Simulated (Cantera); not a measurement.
A freely propagating, adiabatic, planar premixed flame of 11.8 % CO, 0.552 % H₂, 3.88 % CH₄, 19.0 % O₂, 64.8 % N₂, unburnt at 423 K and 0.132 atm; mixture-averaged transport, grid criteria slope 0.08 and curve 0.16, no radiation.

Computed with Cantera and GRI-Mech 3.0 (53 species, 325 reactions). Burning velocities carry a grid error of a few per cent, more on coarse grids.

Problem. Predict: laminar burning velocity; thermal thickness; peak x(C₂H); peak x(CH₃).

Solution. 
```
Property                     Value
------------------------  --------
laminar burning velocity  112 cm/s
thermal thickness          3.02 mm
peak x(C₂H)                  <1e-8
peak x(CH₃)               0.000386
```
